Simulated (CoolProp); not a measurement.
Vapour-liquid equilibrium of p-xylene (1) + n-decane (2) at 2.86 bar; x and y are mole fractions of (1).

Values from CoolProp's multi-fluid Helmholtz-energy mixture model, Zhou 2012 and Lemmon 2006; pair parameters Bell 2016.

```json
[
 {"x": "0.05", "bubble temperature, mixture model (K)": "490.4", "bubble temperature, Raoult's law (K)": "490.5", "y, mixture model": "0.094", "y, Raoult's law": "0.100"},
 {"x": "0.15", "bubble temperature, mixture model (K)": "485.3", "bubble temperature, Raoult's law (K)": "485.5", "y, mixture model": "0.259", "y, Raoult's law": "0.273"},
 {"x": "0.25", "bubble temperature, mixture model (K)": "480.6", "bubble temperature, Raoult's law (K)": "480.9", "y, mixture model": "0.400", "y, Raoult's law": "0.418"},
 {"x": "0.35", "bubble temperature, mixture model (K)": "476.3", "bubble temperature, Raoult's law (K)": "476.6", "y, mixture model": "0.519", "y, Raoult's law": "0.540"},
 {"x": "0.45", "bubble temperature, mixture model (K)": "472.4", "bubble temperature, Raoult's law (K)": "472.6", "y, mixture model": "0.622", "y, Raoult's law": "0.644"},
 {"x": "0.55", "bubble temperature, mixture model (K)": "468.7", "bubble temperature, Raoult's law (K)": "469.0", "y, mixture model": "0.711", "y, Raoult's law": "0.732"},
 {"x": "0.65", "bubble temperature, mixture model (K)": "465.4", "bubble temperature, Raoult's law (K)": "465.5", "y, mixture model": "0.789", "y, Raoult's law": "0.807"},
 {"x": "0.75", "bubble temperature, mixture model (K)": "462.2", "bubble temperature, Raoult's law (K)": "462.3", "y, mixture model": "0.858", "y, Raoult's law": "0.872"},
 {"x": "0.85", "bubble temperature, mixture model (K)": "459.2", "bubble temperature, Raoult's law (K)": "459.3", "y, mixture model": "0.919", "y, Raoult's law": "0.929"},
 {"x": "0.95", "bubble temperature, mixture model (K)": "456.4", "bubble temperature, Raoult's law (K)": "456.4", "y, mixture model": "0.975", "y, Raoult's law": "0.978"}
]
```

The largest gap from Raoult's law is -0.3 K in bubble temperature, at x = 0.35. No azeotrope shows between x = 0.05 and 0.95.

Pair parameters are fitted to limited data, so mixtures are less certain than the pure fluids.
